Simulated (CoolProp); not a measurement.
CF4 (R14) along the isobar 5.42 bar: Z from the reference equation and from simpler models built on Tc = -45.8 °C, pc = 37.62 bar, ω = 0.178; each cubic takes its own stable root.

Model: reference Helmholtz-energy equation of state, Platzer 1990, in CoolProp. This equation is an older, rougher fit; its heat capacities, sound speeds and derivatives of the liquid may be far off and weren't checked against measurements.

| T (°C) | phase | reference | van der Waals | Redlich-Kwong | Soave-Redlich-Kwong | Peng-Robinson |
|---|---|---|---|---|---|---|
| -120.25 | liquid | 0.02401 | ? | 0.02513 | 0.02455 | 0.02170 |
| -100.55 | liquid | 0.02300 | 0.9109 | 0.8825 | 0.02386 | 0.02104 |
| -80.75 | gas | 0.9128 | 0.9323 | 0.9159 | 0.9120 | 0.9057 |
| -61.05 | gas | 0.9366 | 0.9470 | 0.9374 | ? | 0.9302 |
| -41.25 | gas | 0.9525 | 0.9578 | 0.9522 | 0.9526 | 0.9472 |
| -21.55 | gas | 0.9637 | 0.9657 | 0.9628 | 0.9642 | 0.9593 |
| -1.75 | gas | 0.9719 | 0.9719 | 0.9706 | 0.9728 | ? |
| 18.05 | gas | 0.9782 | 0.9767 | 0.9764 | 0.9793 | 0.9751 |
| 37.75 | gas | 0.9829 | 0.9805 | 0.9809 | 0.9841 | 0.9803 |
| 57.55 | gas | 0.9867 | 0.9835 | 0.9845 | 0.9879 | 0.9844 |
| 77.25 | gas | 0.9897 | 0.9860 | 0.9873 | 0.9909 | 0.9876 |
| 97.05 | gas | 0.9921 | 0.9881 | 0.9895 | 0.9932 | 0.9902 |
| 116.85 | gas | 0.9941 | 0.9898 | 0.9914 | 0.9951 | 0.9923 |
| 136.55 | gas | 0.9958 | 0.9913 | 0.9929 | 0.9966 | 0.9940 |

**Question.** Some entries are withheld; supply them.

**Answer.** 
- -120.25, van der Waals: 0.8784
- -61.05, Soave-Redlich-Kwong: 0.9360
- -1.75, Peng-Robinson: 0.9683

At some of these states van der Waals, Redlich-Kwong gives the other phase, because its saturation line lies elsewhere.
